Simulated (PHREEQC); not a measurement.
Dissolve 0.026 mol KH2PO4 and 0.0095 mol HCl per kg of water at 20 °C. Closed to the air; pH follows from the charge balance.

Model: ion-association model, phreeqc.dat, run in PHREEQC.

| quantity | before | after |
|---|---|---|
| pH | 2.56 | 2.35 |
| H3PO4 (mol/kgw) | 0.00637 | 0.00903 |
| HPO4-2 (mol/kgw) | 6.90e-7 | 3.67e-7 |
| KHPO4- (mol/kgw) | 1.86e-8 | 9.69e-9 |
| SI of Sylvite (KCl) | -4.62 | -4.45 |

Problem. Name the change that produced these shifts.
(A) KH2PO4 from 0.026 to 0.0052 mol/kgw
(B) KH2PO4 from 0.026 to 0.0234 mol/kgw
(C) HCl from 0.0095 to 0.0142 mol/kgw
(D) temperature from 20 to 90 °C
(E) 0.004 mol/kgw NaHCO3 added

Solution. C, HCl from 0.0095 to 0.0142 mol/kgw

No solid was allowed to form.
